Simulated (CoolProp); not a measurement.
Methanol along the isotherm 620 K: density (kg/m³) from the reference equation and from simpler models built on Tc = 513.4 K, pc = 8.216 MPa, ω = 0.565; each cubic takes its own stable root.

The numbers come from the reference Helmholtz-energy equation of state, de Reuck 1993 in CoolProp.

| p (MPa) | phase | reference |
|---|---|---|
| 0.039 | gas | 0.2426 |
| 0.0572 | gas | 0.3559 |
| 0.084 | gas | 0.5230 |
| 0.123 | gas | 0.7664 |
| 0.181 | gas | 1.129 |
| 0.266 | gas | 1.662 |
| 0.39 | gas | 2.443 |
| 0.572 | gas | 3.597 |
| 0.84 | gas | 5.312 |
| 1.23 | gas | 7.843 |
| 1.81 | gas | 11.69 |
| 2.66 | gas | 17.51 |
| 3.9 | gas | 26.43 |
| 5.72 | gas | 40.52 |
| 8.4 | supercritical | 63.61 |
| 12.3 | supercritical | 103.3 |

Problem. How far does each simpler model (van der Waals, Soave-Redlich-Kwong, Peng-Robinson) lie from the reference over these 16 states: mean and median of the absolute difference, and the worst?

Solution. 
- van der Waals: mean 1.7 %, median 0.2 %, worst +14.8 % at 620 K and 12.3 MPa
- Soave-Redlich-Kwong: mean 0.9 %, median 0.1 %, worst -5.9 % at 620 K and 12.3 MPa
- Peng-Robinson: mean 0.2 %, median 0.1 %, worst -1.7 % at 620 K and 12.3 MPa
